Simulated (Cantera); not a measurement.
An isothermal, constant-pressure homogeneous reactor starts with NO : N₂ = 1 : 1.4 (molar parts), at 1975 K and 0.138 atm. Integrator tolerance rtol = 1e-08.

Detailed kinetics in Cantera: GRI-Mech 3.0 (53 species, 325 reactions).

| quantity | before | after |
|---|---|---|
| x(NO) at 40.0 s | 0.00791 (gas-phase equilibrium 0.00708) | 0.0501 (gas-phase equilibrium 0.00706) |
| x(O₂) at 40.0 s | 0.204 (gas-phase equilibrium 0.204) | 0.182 (gas-phase equilibrium 0.203) |
| x(N₂) at 40.0 s | 0.787 (gas-phase equilibrium 0.788) | 0.766 (gas-phase equilibrium 0.787) |
| x(NO₂) at 40.0 s | 5.24e-6 (gas-phase equilibrium 4.69e-6) | 9.64e-6 (gas-phase equilibrium 1.44e-6) |
| x(O) at 40.0 s | 0.000669 (gas-phase equilibrium 0.000670) | 0.00206 (gas-phase equilibrium 0.00217) |

Problem. Name the change that produced these shifts.
A) temperature 1975 to 1650 K
B) pressure from 0.138 atm to 0.0132 atm
C) pressure from 0.138 atm to 1.18 atm
D) pressure from 0.138 atm to 0.987 atm

Solution. B, pressure from 0.138 atm to 0.0132 atm
